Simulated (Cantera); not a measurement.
A Cantera script and its output.

```python
import numpy as np
import cantera as ct

gas = ct.Solution("gri30.yaml", transport_model="multicomponent")
show = ['C2H2', 'H2O', 'NH3']

rows = []
print(f"{'T/K':>7s}{'rho':>11s}{'cp':>10s}{'mu':>11s}{'lambda':>11s}{'Pr':>7s}" + "".join(f"{'D_' + s:>11s}" for s in show))
for T in [400, 500, 600, 700, 800, 900, 1000, 1100]:
    gas.TPX = T, 51, {'CO2': 0.66, 'N2O': 0.91, 'O2': 0.43}
    Pr = gas.cp_mass * gas.viscosity / gas.thermal_conductivity
    D = [gas.mix_diff_coeffs_mole[gas.species_index(s)] for s in show]
    rows.append([gas.density, gas.cp_mass, gas.viscosity, gas.thermal_conductivity, Pr, *D])
    print(f"{T:7g}{gas.density:11.4e}{gas.cp_mass:10.1f}{gas.viscosity:11.4e}"
          f"{gas.thermal_conductivity:11.4e}{Pr:7.3f}" + "".join(f"{d:11.4e}" for d in D))
print("SI units: kg/m3, J/kg/K, Pa s, W/m/K, m2/s")
```

Output:

```
    T/K        rho        cp         mu     lambda     Pr     D_C2H2      D_H2O      D_NH3
    400 6.3529e-04     954.1 2.0574e-05 2.6795e-02  0.733 4.4256e-02 6.1141e-02 5.9351e-02
    500 5.0824e-04    1020.7 2.4802e-05 3.4484e-02  0.734 6.6577e-02 9.4454e-02 9.1200e-02
    600 4.2353e-04    1076.1 2.8663e-05 4.1983e-02  0.735 9.2297e-02 1.3370e-01 1.2851e-01
    700 3.6303e-04    1122.2 3.2237e-05 4.9239e-02  0.735 1.2115e-01 1.7835e-01 1.7081e-01
    800 3.1765e-04    1160.8 3.5583e-05 5.6227e-02  0.735 1.5293e-01 2.2803e-01 2.1773e-01
    900 2.8235e-04    1193.2 3.8741e-05 6.2942e-02  0.734 1.8748e-01 2.8238e-01 2.6897e-01
   1000 2.5412e-04    1220.2 4.1742e-05 6.9386e-02  0.734 2.2466e-01 3.4116e-01 3.2431e-01
   1100 2.3102e-04    1240.8 4.4611e-05 7.5450e-02  0.734 2.6435e-01 4.0413e-01 3.8353e-01
SI units: kg/m3, J/kg/K, Pa s, W/m/K, m2/s
```

Detailed kinetics in Cantera: GRI-Mech 3.0 (53 species, 325 reactions). The composition is frozen, though it would react at the higher temperatures.
